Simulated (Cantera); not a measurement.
**Low-pressure radical oxidation in H2/O2**

An isothermal, constant-pressure homogeneous reactor starts with 14.9 % H2, 83.0 % O2, 2.07 % H2O, at 1473 K and 12.8 Torr.

Model: the H2/O2 subset of GRI-Mech 3.0, which has no nitrogen chemistry, integrated in Cantera. Radical loss at walls, strong at low pressure, is not modelled. The temperature is held fixed by assumption; the heat of reaction is taken as removed at once.

```
t (s)         x H2   x O2      x H      x OH   x H2O    x HO2    x H2O2
--------  --------  -----  -------  --------  ------  -------  --------
3.00e-6      0.149  0.830  2.65e-8   2.75e-9  0.0207  2.91e-8  5.15e-12
1.18e-5      0.149  0.830  9.14e-8   3.20e-8  0.0207  1.14e-7  7.81e-11
4.60e-5      0.149  0.830  5.17e-7   3.81e-7  0.0207  4.45e-7   1.16e-9
0.000180     0.149  0.830  7.24e-5   6.11e-5  0.0209  1.78e-6   1.55e-8
0.000706   0.00710  0.725   0.0349    0.0180   0.137  5.35e-6   1.73e-7
0.00277    0.00644  0.734   0.0299    0.0173   0.142  5.38e-6   1.73e-7
0.0108     0.00455  0.761   0.0164    0.0148   0.156  5.27e-6   1.68e-7
0.0425     0.00129  0.800  0.00226   0.00805   0.175  3.50e-6   1.11e-7
0.166     0.000126  0.814  6.66e-5   0.00253   0.182  7.83e-7   3.57e-8
0.652      1.28e-5  0.816  2.16e-6  0.000810   0.183  1.89e-7   9.33e-9
2.55       2.62e-6  0.816  2.01e-7  0.000367   0.184  2.01e-7   4.11e-9
10.0       2.06e-6  0.816  1.40e-7  0.000326   0.184  2.16e-7   3.83e-9
```
x: mole fraction; the columns are a selection and need not sum to one.

Equilibrium at this temperature and pressure: H2 2.06e-6, O2 0.816, H 1.40e-7, OH 0.000325, H2O 0.184, HO2 2.16e-7, H2O2 3.83e-9 (gas phase only).
